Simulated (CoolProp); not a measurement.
The numbers come from the reference Helmholtz-energy equation of state, Thol 2012 in CoolProp.

Problem. For benzene, give the phase and the density (kg/m³), cp (kJ/(kg K)), cv (kJ/(kg K)), expansivity (1/kK) at 600.9 K and 533 kPa.

Solution. 
- 600.9 K and 533 kPa: gas; density 8.59, cp 2.08, cv 1.95, expansivity 1.84
